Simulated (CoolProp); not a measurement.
Vapour-liquid equilibrium of diethyl ether (1) + ethanol (2) at 268 kPa; x and y are mole fractions of (1).

The numbers come from the multi-fluid Helmholtz-energy mixture model, Thol 2014 and Schroeder 2014; pair parameters Bell 2016 in CoolProp.

| x | bubble temperature (K) | y at the bubble point | dew temperature at overall composition x (K) | liquid density (mol/L) |
|---|---|---|---|---|
| 0.05 | 372.7 | [?] | 377.1 | 14.94 |
| 0.2 | [?] | 0.561 | 372.9 | 13.70 |
| 0.35 | 351.9 | 0.713 | 368.0 | 12.54 |
| 0.5 | [?] | 0.792 | 362.3 | 11.49 |
| 0.65 | [?] | [?] | 355.3 | 10.57 |
| 0.8 | 341.5 | 0.904 | [?] | [?] |
| 0.95 | 339.0 | 0.972 | 339.7 | 9.091 |

Some entries are withheld; supply them.


- 0.05, y at the bubble point: 0.207
- 0.2, bubble temperature (K): 359.6
- 0.5, bubble temperature (K): 347.3
- 0.65, bubble temperature (K): 344.1
- 0.65, y at the bubble point: 0.849
- 0.8, dew temperature at overall composition x (K): 346.9
- 0.8, liquid density (mol/L): 9.773

No azeotrope shows between x = 0.05 and 0.95.

Pair parameters are fitted to limited data, so mixtures are less certain than the pure fluids.
